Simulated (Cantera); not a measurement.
An adiabatic, constant-pressure homogeneous reactor starts with H₂ : O₂ : N₂ : H₂O = 1 : 0.278 : 2.33 : 0.11 (molar parts), at 1675 K and 760 Torr.

Cantera simulation using GRI-Mech 3.0 (53 species, 325 reactions); the numbers are that mechanism's predictions, not measurements.

One state of this run: T (K) = 2565; x H₂ = 0.123; x O₂ = 0.000283; x H₂O = 0.185; x N₂O = 2.79e-8; x O = 0.000460; x NO = 0.000163. x: mole fraction; the columns are a selection and need not sum to one.

Problem. Which value of t (s) does it belong to?
A. 0.00212
B. 5.00e-6
C. 0.000189
D. 0.000633

Solution. D, 0.000633
